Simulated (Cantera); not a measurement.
A closed system holds: 1 mol B2O3, 4.1 mol F2, 39 mol H2, equilibrated at 1.30 mbar.

Cantera equilibrium calculation (NASA polynomials, part measured and part estimated; ideal gas, pure solids and liquids). Candidate condensed phases: B, B2O3, B3O3H3, H2O; 43 gas species. Kinetics and transport are ignored.

x: gas mole fraction; nothing condenses.

| T (°C) | x H2 | x HF | x BOF | x H2O | x H | x BF3 | x HBO2 |
|---|---|---|---|---|---|---|---|
| 1050 | 0.795 | 0.135 | 0.0391 | 0.0247 | 3.92e-5 | 0.00417 | 0.00222 |
| 1100 | 0.793 | 0.139 | 0.0410 | 0.0229 | 8.23e-5 | 0.00229 | 0.00216 |
| 1150 | 0.792 | 0.140 | 0.0420 | 0.0218 | 0.000164 | 0.00123 | 0.00214 |
| 1200 | 0.792 | 0.142 | 0.0425 | 0.0212 | 0.000312 | 0.000666 | 0.00215 |
| 1250 | 0.791 | 0.142 | 0.0427 | 0.0209 | 0.000570 | 0.000367 | 0.00217 |
| 1300 | 0.791 | 0.142 | 0.0428 | 0.0207 | 0.00100 | 0.000207 | 0.00219 |
| 1350 | 0.790 | 0.143 | 0.0428 | 0.0205 | ? | ? | 0.00222 |
| 1400 | 0.789 | 0.143 | 0.0428 | 0.0205 | 0.00281 | 7.25e-5 | 0.00225 |
| 1450 | 0.787 | 0.143 | 0.0427 | 0.0204 | ? | ? | 0.00228 |
| 1500 | 0.785 | 0.143 | 0.0426 | 0.0203 | 0.00699 | 2.82e-5 | 0.00230 |

Q: Fill in the missing entries.

A: 
- 1450, x H: 0.00449
- 1450, x BF3: 4.47e-5
- 1350, x H: 0.00170
- 1350, x BF3: 0.000121
